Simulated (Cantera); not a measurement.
Standard-state values (1 bar) from the NASA 1993 polynomials, evaluated with Cantera. Values are per mole of reaction as written; species without (g) are pure solids or liquids, kept so even where they would boil at 1 bar.

H(g) + LiCl → HCl(g) + Li

```json
[
 {"T (K)": "300", "ΔH° (kJ)": "(withheld)", "ΔS° (J/K)": "(withheld)", "ΔG° (kJ)": "(withheld)", "log10 K": "(withheld)", "condensed phases": "LiCl(s), Li(s)"},
 {"T (K)": "375", "ΔH° (kJ)": "96.8", "ΔS° (J/K)": "38.5", "ΔG° (kJ)": "82.3", "log10 K": "-11.47", "condensed phases": "LiCl(s), Li(s)"},
 {"T (K)": "450", "ΔH° (kJ)": "95.7", "ΔS° (J/K)": "35.8", "ΔG° (kJ)": "79.5", "log10 K": "-9.23", "condensed phases": "LiCl(s), Li(s)"},
 {"T (K)": "525", "ΔH° (kJ)": "(withheld)", "ΔS° (J/K)": "(withheld)", "ΔG° (kJ)": "(withheld)", "log10 K": "(withheld)", "condensed phases": "LiCl(s), Li(l)"},
 {"T (K)": "600", "ΔH° (kJ)": "96.4", "ΔS° (J/K)": "38.0", "ΔG° (kJ)": "73.5", "log10 K": "-6.40", "condensed phases": "LiCl(s), Li(l)"},
 {"T (K)": "675", "ΔH° (kJ)": "(withheld)", "ΔS° (J/K)": "(withheld)", "ΔG° (kJ)": "(withheld)", "log10 K": "(withheld)", "condensed phases": "LiCl(s), Li(l)"},
 {"T (K)": "750", "ΔH° (kJ)": "93.5", "ΔS° (J/K)": "33.8", "ΔG° (kJ)": "68.2", "log10 K": "-4.75", "condensed phases": "LiCl(s), Li(l)"},
 {"T (K)": "825", "ΔH° (kJ)": "92.0", "ΔS° (J/K)": "31.8", "ΔG° (kJ)": "65.7", "log10 K": "-4.16", "condensed phases": "LiCl(s), Li(l)"},
 {"T (K)": "900", "ΔH° (kJ)": "70.4", "ΔS° (J/K)": "7.4", "ΔG° (kJ)": "63.8", "log10 K": "-3.70", "condensed phases": "LiCl(l), Li(l)"}
]
```

Problem. Complete the blanks.

Solution. 
- 300, ΔH° (kJ): 97.9
- 300, ΔS° (J/K): 41.9
- 300, ΔG° (kJ): 85.3
- 300, log10 K: -14.86
- 525, ΔH° (kJ): 97.6
- 525, ΔS° (J/K): 40.2
- 525, ΔG° (kJ): 76.5
- 525, log10 K: -7.61
- 675, ΔH° (kJ): 95.0
- 675, ΔS° (J/K): 35.9
- 675, ΔG° (kJ): 70.8
- 675, log10 K: -5.48
